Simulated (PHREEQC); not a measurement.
1 kg of water holding 33 mmol/kgw K2SO4 and 120 mmol/kgw KCl is evaporated at 30 °C; the solids stay in contact with the brine. The system is closed to CO2. Solids allowed: Arcanite, Misenite, Sylvite. Others were left out.

The numbers come from PHREEQC with the Pitzer model, pitzer.dat.

```csv
water left (kg),ionic strength,water activity,Sylvite (mol),Arcanite (mol),Cl in solution (mol/kgw),K in solution (mol/kgw),S in solution (mol/kgw)
1,0.219,0.995,0,0,0.120,0.186,0.0330
0.5552,0.394,0.991,0,0,0.216,0.335,0.0594
0.3082,0.710,0.983,0,0,0.389,0.603,0.107
0.1711,1.28,0.971,0,0,0.701,1.09,0.193
0.09502,2.27,0.948,0,0.00100,1.26,1.94,0.337
0.05275,2.91,0.920,0,0.0218,2.27,2.70,0.213
0.0293,4.42,0.862,0,0.0298,4.10,4.31,0.109
0.01627,5.19,0.834,0.0396,0.0317,4.94,5.10,0.0826
0.00903,5.19,0.834,0.0754,0.0323,4.94,5.10,0.0826
0.005012,5.19,0.834,0.0952,0.0326,4.94,5.10,0.0826
```

Arcanite from water left = 0.09502 kg; Sylvite from water left = 0.02407 kg.

Complexes and solids missing from the database can't appear.
